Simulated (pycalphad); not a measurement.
An equivalent pycalphad script:

```python
from pycalphad import Database, equilibrium, calculate, variables as v
import numpy as np
db = Database('COST507.tdb')
comps = ['AL', 'MN', 'SI', 'VA']
phases = ['AL11MN4', 'AL12MN', 'AL4MN', 'AL6MN', 'AL8MN5_D810', 'ALMNSI_ALPHA', 'ALMNSI_BETA', 'ALMNSI_DELTA', 'BCC_A2', 'CBCC_A12', 'CUB_A13', 'DIAMOND_A4', 'FCC_A1', 'HCP_A3', 'LIQUID', 'MN11SI19', 'MN3SI', 'MN5SI3', 'MN6SI', 'MN9SI2', 'MNSI']
eq = equilibrium(db, comps, phases, {v.X('MN'): 0.0019, v.X('SI'): 0.0021, v.T: np.arange(1850, 499, -25), v.P: 101325, v.N: 1}, output=['HM', 'SM'])
```

All values are pycalphad results on the COST 507 light-alloy database (1999) (1 atm), not direct measurements. The data set is of 1999 and partly superseded. Phase fractions are per mole of atoms. Diffusion is slow at the low end, where real alloys seldom reach equilibrium.

Results at three of the temperatures:

```
T = 1250.00 K, P = 101325 Pa, N = 1 mol of atoms
G = -62330 J/mol, H = 38815 J/mol, S = 80.92 J/(mol K)  (SER reference)
chemical potentials (J/mol): Al -62041, Mn -164722, Si -106570
phase             fraction      x(Al)      x(Mn)      x(Si)
LIQUID              1.0000     0.9960     0.0019     0.0021
```

```
T = 1150.00 K, P = 101325 Pa, N = 1 mol of atoms
G = -54369 J/mol, H = 35639 J/mol, S = 78.27 J/(mol K)  (SER reference)
chemical potentials (J/mol): Al -54097, Mn -153741, Si -93228
phase             fraction      x(Al)      x(Mn)      x(Si)
LIQUID              1.0000     0.9960     0.0019     0.0021
```

```
T = 1125.00 K, P = 101325 Pa, N = 1 mol of atoms
G = -52421 J/mol, H = 34845 J/mol, S = 77.57 J/(mol K)  (SER reference)
chemical potentials (J/mol): Al -52154, Mn -151051, Si -89928
phase             fraction      x(Al)      x(Mn)      x(Si)
LIQUID              1.0000     0.9960     0.0019     0.0021
```

Changes of the phase set, refined by bisection:

| T (°C) | phases above | phases below |
|---|---|---|
| 658.6 | liquid | fcc + liquid |
| 646.8 | fcc + liquid | fcc |
| 608.2 | fcc | ALMNSI_ALPHA + fcc |
| 317.5 | ALMNSI_ALPHA + fcc | ALMNSI_ALPHA + diamond (Si) + fcc |

Database names, with the compositions (at.%) that they take in these runs: ALMNSI_ALPHA: Al 70-72 Mn 17 Si 11.
